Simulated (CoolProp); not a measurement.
Sulfur dioxide along the isobar 0.734 MPa: fugacity coefficient from the reference equation and from simpler models built on Tc = 430.6 K, pc = 7.887 MPa, ω = 0.256; each cubic takes its own stable root.

Values from CoolProp's reference Helmholtz-energy equation of state, Gao 2016.

```json
[
 {"T (K)": "311.9", "phase": "liquid", "reference": "0.7592", "van der Waals": "0.9413", "Redlich-Kwong": "0.9224", "Peng-Robinson": "0.7640"},
 {"T (K)": "320.2", "phase": "gas", "reference": "0.9077", "van der Waals": "0.9447", "Redlich-Kwong": "0.9278", "Peng-Robinson": "0.9168"},
 {"T (K)": "328.5", "phase": "gas", "reference": "0.9161", "van der Waals": "0.9478", "Redlich-Kwong": "0.9327", "Peng-Robinson": "0.9225"},
 {"T (K)": "336.8", "phase": "gas", "reference": "0.9234", "van der Waals": "0.9508", "Redlich-Kwong": "0.9371", "Peng-Robinson": "0.9278"},
 {"T (K)": "345.1", "phase": "gas", "reference": "0.9299", "van der Waals": "0.9535", "Redlich-Kwong": "0.9412", "Peng-Robinson": "0.9326"},
 {"T (K)": "353.4", "phase": "gas", "reference": "0.9357", "van der Waals": "0.9559", "Redlich-Kwong": "0.9449", "Peng-Robinson": "0.9370"},
 {"T (K)": "361.7", "phase": "gas", "reference": "0.9408", "van der Waals": "0.9583", "Redlich-Kwong": "0.9484", "Peng-Robinson": "0.9411"},
 {"T (K)": "370", "phase": "gas", "reference": "0.9454", "van der Waals": "0.9604", "Redlich-Kwong": "0.9515", "Peng-Robinson": "0.9448"},
 {"T (K)": "378.3", "phase": "gas", "reference": "0.9495", "van der Waals": "0.9624", "Redlich-Kwong": "0.9544", "Peng-Robinson": "0.9483"},
 {"T (K)": "386.6", "phase": "gas", "reference": "0.9532", "van der Waals": "0.9643", "Redlich-Kwong": "0.9571", "Peng-Robinson": "0.9515"},
 {"T (K)": "394.9", "phase": "gas", "reference": "0.9565", "van der Waals": "0.9661", "Redlich-Kwong": "0.9596", "Peng-Robinson": "0.9545"},
 {"T (K)": "403.1", "phase": "gas", "reference": "0.9595", "van der Waals": "0.9677", "Redlich-Kwong": "0.9619", "Peng-Robinson": "0.9572"},
 {"T (K)": "411.4", "phase": "gas", "reference": "0.9623", "van der Waals": "0.9692", "Redlich-Kwong": "0.9641", "Peng-Robinson": "0.9597"}
]
```

At some of these states van der Waals, Redlich-Kwong gives the other phase, because its saturation line lies elsewhere.
